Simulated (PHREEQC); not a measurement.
1 kg of water holding 0.3 mol KCl, 0.027 mol CaCl2 and 0.089 mol MgCl2 is evaporated at 75 °C; the solids stay in contact with the brine. CO2 from the air is kept out. The run lets Bischofite, Brucite, Carnallite, Portlandite, Sylvite, MgCl2_4H2O precipitate or redissolve, and no other solid.

Base run: PHREEQC, Pitzer model, pitzer.dat. Each further column changes one thing. The table gives water activity.

| H2O removed (mol) | base | temperature from 75 to 25 °C | temperature from 75 to 5 °C |
|---|---|---|---|
| 0 | 0.985 | 0.985 | 0.985 |
| 18.01 | 0.978 | 0.978 | 0.978 |
| 30.18 | 0.967 | 0.966 | 0.966 |
| 34.69 | 0.959 | 0.959 | 0.959 |
| 41.44 | 0.938 | 0.937 | 0.937 |
| 46.01 | 0.904 | 0.902 | 0.902 |
| 49.09 | 0.849 | 0.845 | 0.849 |
| 51.17 | 0.764 | 0.795 | 0.824 |
| 52.58 | 0.704 | 0.749 | 0.771 |
| 53.1 | 0.675 | 0.709 | 0.724 |
| 53.88 | 0.573 | 0.571 | 0.567 |
| 54.41 | 0.445 | 0.480 | 0.492 |

Constants without temperature data keep their 25 °C values here.
